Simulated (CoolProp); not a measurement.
Vapour-liquid equilibrium of CHF3 (R23) (1) + sulfur hexafluoride (2) at 237.9 K; x and y are mole fractions of (1).

Computed with CoolProp (multi-fluid Helmholtz-energy mixture model, Penoncello 2003 and Guder 2009; pair parameters Bell 2016).

| x | bubble pressure, mixture model (MPa) | bubble pressure, Raoult's law (MPa) | y, mixture model | y, Raoult's law |
|---|---|---|---|---|
| 0.05 | 0.5039 | 0.4292 | 0.208 | 0.098 |
| 0.15 | 0.6363 | 0.4724 | 0.404 | 0.267 |
| 0.25 | … | 0.5156 | 0.502 | 0.407 |
| 0.35 | 0.7723 | 0.5588 | 0.565 | 0.526 |
| 0.45 | 0.8105 | 0.6019 | 0.615 | 0.628 |
| 0.55 | 0.8387 | 0.6451 | 0.661 | 0.716 |
| 0.65 | … | 0.6883 | … | 0.793 |
| 0.75 | 0.8709 | 0.7315 | 0.768 | 0.861 |
| 0.85 | 0.8716 | 0.7747 | 0.840 | 0.921 |
| 0.95 | 0.8559 | 0.8179 | 0.937 | 0.975 |

**Question.** Fill in the missing entries.

**Answer.** 
- 0.25, bubble pressure, mixture model (MPa): 0.7183
- 0.65, bubble pressure, mixture model (MPa): 0.8590
- 0.65, y, mixture model: 0.711

The largest gap from Raoult's law is +39.3 % in bubble pressure, at x = 0.25. y crosses x between x = 0.75 and 0.85: the model has an azeotrope there.

The pair parameters rest on a limited set of measurements; away from them the model extrapolates.
